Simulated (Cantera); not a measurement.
An isothermal, constant-pressure homogeneous reactor starts with 21.7 % CH4, 78.3 % N2, at 1625 K and 13300 Pa.

Computed with Cantera and GRI-Mech 3.0 (53 species, 325 reactions). GRI-Mech 3.0 stops at C3 and has no aromatics, soot or wall deposition, so with more carbon than oxygen in the feed, carbon stays in small species such as C2H2 where larger ones or solid carbon would form.

Q: Predict: x(CH4) at 2.00 s; x(C2H4) at 2.00 s; x(C2H) at 2.00 s; x(H) at 2.00 s; x(H2) at 2.00 s; x(CH3) at 2.00 s; x(CH2) at 2.00 s.

A: 
| Property | Value |
|---|---|
| x(CH4) at 2.00 s | 0.00818 (gas-phase equilibrium 0.000943) |
| x(C2H4) at 2.00 s | 0.000272 (gas-phase equilibrium 0.000140) |
| x(C2H) at 2.00 s | 1.17e-7 (gas-phase equilibrium 6.39e-8) |
| x(H) at 2.00 s | 9.20e-5 (gas-phase equilibrium 0.000100) |
| x(H2) at 2.00 s | 0.257 (gas-phase equilibrium 0.267) |
| x(CH3) at 2.00 s | 5.93e-5 (gas-phase equilibrium 7.22e-6) |
| x(CH2) at 2.00 s | 2.00e-8 (gas-phase equilibrium 2.60e-9) |
